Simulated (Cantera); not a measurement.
**Ammonia decomposition in nitride growth gas**

An isothermal, constant-pressure homogeneous reactor starts with 35.7 % NH3, 64.3 % N2, at 2298 K and 12.8 Torr.

Cantera simulation using the gas-phase N/H chemistry of the illustrative SiF4/NH3 mechanism in the Surface Chemkin manual (1991); the numbers are that mechanism's predictions, not measurements. Walls and surfaces, which speed up NH3 decomposition in real reactors, are not modelled.

```csv
t (s),x NH3,x H2,x NH2,x N2,x N2H4,x NH,x N2H2
2.00e-6,0.357,4.36e-7,2.59e-6,0.643,<1e-12,9.61e-12,<1e-12
7.43e-6,0.357,4.22e-6,1.22e-5,0.643,<1e-12,3.84e-10,1.22e-11
2.76e-5,0.357,2.51e-5,5.48e-5,0.643,2.72e-12,1.00e-8,6.25e-10
0.000102,0.357,0.000106,0.000216,0.643,4.44e-11,1.99e-7,1.58e-8
0.000381,0.356,0.000417,0.000803,0.643,6.24e-10,3.77e-6,3.26e-7
0.00141,0.353,0.00232,0.00264,0.642,6.77e-9,2.92e-5,5.13e-6
0.00525,0.337,0.0193,0.00354,0.640,1.22e-8,6.48e-5,1.22e-5
0.0195,0.281,0.0817,0.00258,0.634,6.47e-9,8.32e-5,9.28e-6
0.0725,0.152,0.225,0.00147,0.621,2.11e-9,7.90e-5,4.18e-6
0.269,0.0236,0.367,0.000380,0.607,1.40e-10,4.04e-5,4.60e-7
1.00,2.94e-5,0.386,3.03e-6,0.601,<1e-12,2.16e-6,1.39e-10
```
x: mole fraction; the columns are a selection and need not sum to one.

Equilibrium at this temperature and pressure: NH3 3.76e-8, H2 0.364, NH2 1.46e-8, N2 0.592, N2H4 <1e-12, NH 3.94e-8, N2H2 <1e-12 (gas phase only).
